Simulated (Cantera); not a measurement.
A Cantera script and what it prints.

```python
import numpy as np
import cantera as ct

gas_names = """
    H HNO HNO2 HNO3 HO2 H2 H2O H2O2 N NH NH2 NH3 NH2OH NO NO2 NO3 N2 N2H2 N2H4 N2O O OH O2 O3 Si SiH
    SiH2 SiH3 SiH4 SiN SiO SiO2 Si2 Si2N Si3
""".split()
cond_names = """
    H2O(s) H2O(L) Si(cr) Si(L) SiO2(Lqz) SiO2(hqz) SiO2(L) Si2N2O(s) Si3N4(a)
""".split()


# ... load() reads the species with a 1 bar reference pressure and builds the phases ...
atoms = {
    'Si': {'Si': 1},
    'N2O': {'N': 2, 'O': 1},
    'H2': {'H': 2},
}
top_T = {'Si2N2O(s)': 2100, 'Si3N4(a)': 2400}  # K; cautious upper limits of use, not melting points


# ... equilibrate(T, P, feed) seeds the gas with the atoms and calls Mixture.equilibrate('TP', solver="vcs", rtol=1e-11, max_steps=5000) ...
results = []
feed = {'Si': 1, 'N2O': 0.011, 'H2': 24}  # mol
T = 1523.15  # K
P = 100000  # Pa
mix = equilibrate(T, P, feed)
results.append((T, P, feed, dict(zip(mix.species_names, mix.species_moles))))
x = sorted(zip(gas.X, gas.species_names), reverse=True)
print(f"T = {T:g} K  P = {P:g} Pa  gas = {mix.phase_moles(0):.4g} mol")
print("   x: " + "  ".join(f"{s} {v:.3e}" for v, s in x if v > 1e-05))
print("   condensed (mol): " + ("  ".join(f"{mix.phase(i).name} {mix.phase_moles(i):.4g}"
      for i in range(1, mix.n_phases) if mix.phase_moles(i) > 1e-12) or "none"))
```

Result:

```
T = 1523.15 K  P = 100000 Pa  gas = 24 mol
   x: H2 1.000e+00  H 2.315e-05  SiO 1.059e-05  N2 1.056e-05
   condensed (mol): Si(cr) 0.9782  Si2N2O(s) 0.01074
```

Equilibrium computed with Cantera from the NASA thermochemical tables; the gas is ideal and each condensed phase is pure. Mutual solubility and eutectic melting of coexisting phases are not modelled.
